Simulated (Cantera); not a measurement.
Charge: 1 mol SiHCl3, 1.3 mol NH3, 25 mol H2, 0.69 mol N2, at 1.00 bar.

These are equilibrium values from Cantera (NASA tables, ideal gas, pure condensed phases), not measurements of a reactor. Candidate condensed phases: NH4Cl, Si, Si3N4; 28 gas species. Gases not in the tables: Si2H6 and higher silanes. Kinetics and transport are ignored.

Task: What share of the Si ends up in condensed phases as a function of T (°C), at 700, 775, 850, 925, 1000, 1075, 1150, 1225, 1300, 1375, 1450, 1525, 1600, 1675?

Result: 
```json
[
 {"T (°C)": "700", "Si condensed (%)": "98.4", "as": "Si3N4(s)"},
 {"T (°C)": "775", "Si condensed (%)": "98.7", "as": "Si3N4(s)"},
 {"T (°C)": "850", "Si condensed (%)": "98.9", "as": "Si3N4(s)"},
 {"T (°C)": "925", "Si condensed (%)": "99.0", "as": "Si3N4(s)"},
 {"T (°C)": "1000", "Si condensed (%)": "99.0", "as": "Si3N4(s)"},
 {"T (°C)": "1075", "Si condensed (%)": "98.9", "as": "Si3N4(s)"},
 {"T (°C)": "1150", "Si condensed (%)": "98.4", "as": "Si3N4(s)"},
 {"T (°C)": "1225", "Si condensed (%)": "97.1", "as": "Si3N4(s)"},
 {"T (°C)": "1300", "Si condensed (%)": "94.4", "as": "Si3N4(s)"},
 {"T (°C)": "1375", "Si condensed (%)": "89.1", "as": "Si3N4(s)"},
 {"T (°C)": "1450", "Si condensed (%)": "80.6", "as": "Si3N4(s)"},
 {"T (°C)": "1525", "Si condensed (%)": "69.2", "as": "Si3N4(s)"},
 {"T (°C)": "1600", "Si condensed (%)": "55.8", "as": "Si3N4(s)"},
 {"T (°C)": "1675", "Si condensed (%)": "55.5", "as": "Si(l)"}
]
```
